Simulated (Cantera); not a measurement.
**Equilibrium for fluorocarbon and chlorocarbon gases: C2F6 + HCl**

A closed system holds: 1 mol C2F6, 0.051 mol HCl, held at 3025 °C and 4.43 Torr.

Method: chemical equilibrium by Gibbs-energy minimisation in Cantera with the NASA 1993 tables (ideal gas, pure condensed phases). Candidate condensed phases: C, C6H6, C7H8, C8H18; 118 gas species. The feed counts by its element totals alone. Equilibrium is a limit: real reactors are often held back by kinetics, nucleation or transport.

```yaml
x(F): 0.810
x(CF): 0.0623
x(C3): 0.0518
x(C): 0.0430
x(C2): 0.0147
x(Cl): 0.00751
x(HF): 0.00586
x(CF2): 0.00233
x(H): 0.00164
gas_amount: 6.793 mol
log10 activity of C(graphite) (absent): -0.42
```
